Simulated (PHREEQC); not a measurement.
Metal-bearing waste water

A solution holds 0.011 mol/kgw MnSO4, 0.011 mol/kgw MgSO4, 0.0014 mol/kgw NaHCO3 and 0.031 mol/kgw Na2SO4, at 25 °C. Closed to the air; pH follows from the charge balance.

Computed with PHREEQC (ion-association model, phreeqc.dat).

Each row changes one thing in this solution. No solid was allowed to form.

```csv
case,pH,ionic strength (mol/kgw),Na+ (mol/kgw),SO4-2 (mol/kgw),Mn+2 (mol/kgw),MnSO4 (mol/kgw),SI of Rhodochrosite (MnCO3)
as made,7.21,0.131,0.0595,0.0384,0.00584,0.00488,+2.22
MgSO4 from 0.011 to 0.0055 mol/kgw,7.21,0.121,0.0596,0.0360,0.00587,0.00484,+2.23
MgSO4 replaced by MgCl2 at the same molality,___,0.127,0.0603,0.0296,0.00633,0.00417,+2.24
diluted 10-fold with water,___,0.0157,0.00625,0.00463,0.000828,0.000260,+1.03
diluted 5-fold with water,7.41,0.0299,0.0124,0.00882,0.00149,0.000673,+1.41
Na2SO4 from 0.031 to 0.0341 mol/kgw,___,___,0.0651,0.0408,0.00578,0.00494,+2.22
MgSO4 left out,7.20,0.111,0.0598,0.0336,0.00590,0.00480,+2.25
temperature from 25 to 55 °C,7.12,0.120,0.0592,0.0356,0.00480,0.00594,+2.31
```

Question: Complete the blanks.

Answer: 
- MgSO4 replaced by MgCl2 at the same molality, pH: 7.19
- diluted 10-fold with water, pH: 7.50
- Na2SO4 from 0.031 to 0.0341 mol/kgw, pH: 7.22
- Na2SO4 from 0.031 to 0.0341 mol/kgw, ionic strength (mol/kgw): 0.139

Species that the database lacks are ignored. Some of these states are supersaturated (in Rhodochrosite, for instance). Away from 25 °C the constants follow the database's enthalpies or fits; those with neither stay at their 25 °C values.
